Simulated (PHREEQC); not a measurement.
**Acid mine or pickling water: an equilibrium model**

Synthetic water in mg/L, 25 °C, pH 3.56, pe 11.2:

```tsv
constituent	mg/L
Na	72.4
K	0.155
Ca	130
Mg	52.8
Cl	95.4
S(6) as SO4	554
Mn(2)	20.7
Cu(2)	1.88
Zn	0.14
Pb	32.7
```

Na is adjusted to close the charge balance.
Valence states are taken as typed.

The numbers come from PHREEQC with the ion-association model, phreeqc.dat.

Each row changes one thing in this solution. No solid was allowed to form.

```csv
case,ionic strength (mol/kgw),SO4-2 (mol/kgw),Ca+2 (mol/kgw),Mg+2 (mol/kgw),CaSO4 (mol/kgw),MgSO4 (mol/kgw),SI of Gypsum (CaSO4:2H2O),SI of Anglesite (PbSO4)
as made,0.0203,0.00429,0.00258,0.00162,0.000666,0.000557,-0.84,+0.87
temperature from 25 to 15 °C at the same typed pH,0.0208,0.00442,0.00260,0.00171,0.000645,0.000467,-0.82,[?]
all concentrations times 3 at the same typed pH,0.0542,0.0112,[?],0.00419,[?],[?],-0.21,+1.43
Cl from 95.4 to 286 mg/L,0.0259,0.00434,0.00263,0.00166,[?],0.000518,-0.88,+0.82
```

**Question.** Fill in the missing entries.

**Answer.** 
- temperature from 25 to 15 °C at the same typed pH, SI of Anglesite (PbSO4): +0.94
- all concentrations times 3 at the same typed pH, Ca+2 (mol/kgw): 0.00691
- all concentrations times 3 at the same typed pH, CaSO4 (mol/kgw): 0.00284
- all concentrations times 3 at the same typed pH, MgSO4 (mol/kgw): 0.00233
- Cl from 95.4 to 286 mg/L, CaSO4 (mol/kgw): 0.000615

Species that the database lacks are ignored. Some of these states are supersaturated (in Anglesite, for instance).
